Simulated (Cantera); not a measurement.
Feed: 1 mol Fe₂O₃, 0.077 mol SO₂, 6.8 mol N₂, 0.5 mol O₂, held at 1223 K and 45.8 Torr.

Method: chemical equilibrium by Gibbs-energy minimisation in Cantera with the NASA 1993 tables (ideal gas, pure condensed phases). Candidate condensed phases: Fe, FeO, FeS, FeSO₄, FeS₂, Fe₂O₃, Fe₂(SO₄)₃, Fe₃O₄, S; 19 gas species. Equilibrium is a limit: real reactors are often held back by kinetics, nucleation or transport.

Base state: N₂ 0.922, O₂ 0.0676, SO₂ 0.0103, NO 0.000143, SO₃ 0.000142 (mole fractions); condensed: Fe₂O₃(s).

What changes in the equilibrium state with this change: temperature from 1223 K to 1573.15 K?


```
species          before    after
-------------  --------  -------
N₂                0.922    0.901
O₂               0.0676   0.0878
SO₂              0.0103   0.0102
NO             0.000143  0.00119
O               4.25e-8  1.26e-5
SO₃            0.000142  1.95e-5
Fe₂O₃(s), mol      1.00        0
Fe₃O₄(s), mol         0    0.667
```

What changes in the equilibrium state with this change: N₂ from 6.8 to 0.61 mol?


```
species          before     after
-------------  --------  --------
N₂                0.922     0.514
O₂               0.0676     0.420
SO₂              0.0103    0.0628
SO₃            0.000142   0.00215
NO             0.000143  0.000266
Fe₂O₃(s), mol      1.00      1.00
```
